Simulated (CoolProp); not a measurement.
The fluid at 293.15 K and 0.846 MPa is compressed adiabatically to 1.67 MPa with isentropic efficiency 0.9. The same conditions are run with several fluids, on thermodynamics alone (safety and materials aside).

The numbers come from the reference Helmholtz-energy equation of state of each fluid (CF4 (R14): Platzer 1990; CH3F (R41): Lemmon 2006; ethylene: Smukala 2000; methane: Setzmann 1991; R1132(E): Akasaka 2024) in CoolProp. The equations of Platzer and Polt are older, rougher fits.

```json
[
 {"fluid": "CF4 (R14)", "work (kJ/kg)": "?", "final temperature (K)": "325.9", "final density (kg/m³)": "56.7"},
 {"fluid": "CH3F (R41)", "work (kJ/kg)": "53.6", "final temperature (K)": "345.6", "final density (kg/m³)": "21.7"},
 {"fluid": "ethylene", "work (kJ/kg)": "66.2", "final temperature (K)": "339.3", "final density (kg/m³)": "17.7"},
 {"fluid": "methane", "work (kJ/kg)": "?", "final temperature (K)": "348.4", "final density (kg/m³)": "9.39"},
 {"fluid": "R1132(E)", "work (kJ/kg)": "26.3", "final temperature (K)": "329.0", "final density (kg/m³)": "?"}
]
```

Task: Complete the blanks.

Result: 
- CF4 (R14), work (kJ/kg): 21.1
- methane, work (kJ/kg): 122
- R1132(E), final density (kg/m³): 46.2
